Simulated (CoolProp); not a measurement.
Aqueous potassium formate as a coolant, 11 % by mass, freezing at -5.5 °C, 1 atm.

Values from CoolProp's Melinder's fits for secondary coolants.

| T (°C) | density (kg/m³) | conductivity (W/(m K)) | viscosity (mPa s) | Prandtl number |
|---|---|---|---|---|
| -1.2 | 1070 | 0.546 | 2.08 | 14.4 |
| 5.8 | 1069 | 0.556 | 1.70 | 11.5 |
| 12.8 | 1068 | 0.566 | 1.41 | 9.41 |
| 19.7 | 1066 | 0.575 | 1.20 | 7.85 |
| 26.7 | 1064 | 0.585 | 1.03 | 6.64 |
| 33.7 | 1061 | 0.594 | 0.891 | 5.67 |
